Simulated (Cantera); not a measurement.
Source: NASA polynomial tables (part measured, part estimated), evaluated in Cantera. Values are per mole of reaction as written; species without (g) are pure solids or liquids, kept so even where they would boil at 1 bar.

Ta2O5 + 2 N(g) = N2O(g) + 2 TaO2(g), with ΔH° = 780.5 kJ and ΔS° = 330.5 J/K at 300 K.

**Question.** How far is the shortcut ΔG° ≈ ΔH°(300 K) − T·ΔS°(300 K) from the full temperature-dependent value at 1198, 1298, 1398, 1498, 1598, 1698, 1798, 1898, 1998, 2098, 2198 K?

**Answer.** 
```csv
T (K),shortcut (kJ),full (kJ),difference (kJ),difference in log10 K,condensed phases
1198,384.6,424.4,-39.8,1.73,Ta2O5(s)
1298,351.5,399.0,-47.4,1.91,Ta2O5(s)
1398,318.5,374.1,-55.6,2.08,Ta2O5(s)
1498,285.5,349.6,-64.1,2.24,Ta2O5(s)
1598,252.4,325.5,-73.1,2.39,Ta2O5(s)
1698,219.4,301.8,-82.4,2.53,Ta2O5(s)
1798,186.3,278.4,-92.1,2.68,Ta2O5(s)
1898,153.3,255.4,-102.1,2.81,Ta2O5(s)
1998,120.2,232.7,-112.5,2.94,Ta2O5(s)
2098,87.2,212.7,-125.6,3.13,Ta2O5(l)
2198,54.1,196.7,-142.6,3.39,Ta2O5(l)
```
The shortcut ignores heat capacities and the phase changes listed.
